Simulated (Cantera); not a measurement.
Charge: 1 mol SiH4, 8.4 mol N2, at 1523.15 K.

Method: chemical equilibrium by Gibbs-energy minimisation in Cantera with the NASA 1993 tables (ideal gas, pure condensed phases). Candidate condensed phases: Si, Si3N4; 18 gas species. Equilibrium is a limit: real reactors are often held back by kinetics, nucleation or transport.

Problem. Which condensed phases are stable at each of these points (P (Pa)): 5, 17, 59, 210, 710, 2400, 8400, 29000, 100000?

Solution. 
```
P (Pa)  condensed phases  Si condensed (%)
------  ----------------  ----------------
5                  Si(s)              99.6
17              Si3N4(s)              99.9
59              Si3N4(s)             100.0
210             Si3N4(s)             100.0
710             Si3N4(s)             100.0
2400            Si3N4(s)             100.0
8400            Si3N4(s)             100.0
29000           Si3N4(s)             100.0
100000          Si3N4(s)             100.0
```

At 0.0375 Torr the condensed part is Si(s). From 0.128 Torr to 750 Torr the condensed part is Si3N4(s).
